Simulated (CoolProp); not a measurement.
Vapour-liquid equilibrium of dimethyl ether (1) + n-butane (2) at 270.5 K; x and y are mole fractions of (1).

Values from CoolProp's multi-fluid Helmholtz-energy mixture model, Wu 2011 and Bücker 2006; pair parameters Bell 2016.

| x | bubble pressure (kPa) | y at the bubble point | dew pressure at overall composition x (kPa) | liquid density (mol/L) |
|---|---|---|---|---|
| 0.05 | 108.0 | … | 97.12 | 10.55 |
| 0.15 | 133.6 | … | 105.8 | 10.89 |
| 0.25 | 154.8 | 0.522 | 116.0 | 11.26 |
| 0.35 | … | 0.615 | 128.1 | 11.66 |
| 0.45 | 187.6 | 0.685 | … | 12.08 |
| 0.55 | 200.5 | 0.744 | 159.9 | 12.55 |
| 0.65 | 211.8 | 0.797 | 180.0 | 13.06 |
| 0.75 | 222.0 | 0.849 | 201.8 | 13.62 |
| 0.85 | 231.1 | 0.903 | 222.2 | 14.23 |
| 0.95 | 239.2 | … | 237.5 | 14.91 |

Task: Some entries are withheld; supply them.

Result: 
- 0.05, y at the bubble point: 0.173
- 0.15, y at the bubble point: 0.390
- 0.35, bubble pressure (kPa): 172.6
- 0.45, dew pressure at overall composition x (kPa): 142.6
- 0.95, y at the bubble point: 0.965

No azeotrope shows between x = 0.05 and 0.95.

Pair parameters are fitted to limited data, so mixtures are less certain than the pure fluids.
